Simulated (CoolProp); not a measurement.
The fluid at 449.57 K and 0.129 MPa flows at 2.5 m/s in a round tube of 25 mm bore and 1.5 µm roughness, fully developed (64/Re and Nu = 3.66 if laminar; Colebrook and Gnielinski if turbulent). The same conditions are run with several fluids, on thermodynamics alone (safety and materials aside).

The numbers come from the reference Helmholtz-energy equation of state of each fluid (R227EA: Lemmon 2016; n-heptane: Span 2003; propylene: Lemmon 2013; n-pentane: Thol 2019) in CoolProp.

Problem. Rank R227EA, n-heptane, propylene, n-pentane by Reynolds number, highest first.

Solution. n-heptane (25400), R227EA (21400), n-pentane (15600), propylene (7120)

| fluid | Darcy friction factor | pressure drop (Pa/m) | heat-transfer coefficient (W/(m² K)) | mass flow (kg/h) |
|---|---|---|---|---|
| R227EA | 0.0256 | 18.9 | 53.8 | 26.1 |
| n-heptane | 0.0246 | 11.0 | 70.5 | 15.8 |
| propylene | 0.0339 | 6.19 | 32.5 | 6.45 |
| n-pentane | 0.0277 | 8.75 | 55.8 | 11.2 |

Transport values come from each fluid's own correlations; those of R227EA, propylene, n-pentane are estimates that may be off by 10 % or more.
